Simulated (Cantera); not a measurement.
Input: 1 mol Cr, 2.7 mol H2O, 7.3 mol H2, held at 1352 °C and 49.0 Pa.

These are equilibrium values from Cantera (NASA tables, ideal gas, pure condensed phases), not measurements of a reactor. Candidate condensed phases: Cr, Cr2O3, H2O; 13 gas species. Kinetics and transport are ignored.

Base state: H2 0.877, H2O 0.120, H 0.00298, Cr 3.32e-5, OH 1.72e-5 (mole fractions); condensed: Cr2O3(s).

What changes in the equilibrium state with this change: temperature from 1352 °C to 1077 °C?


```tsv
species	before	after
H2	0.877	0.880
H2O	0.120	0.120
H	0.00298	0.000101
Cr	3.32e-5	6.08e-9
OH	1.72e-5	2.24e-7
Cr2O3(s), mol	0.500	0.500
```
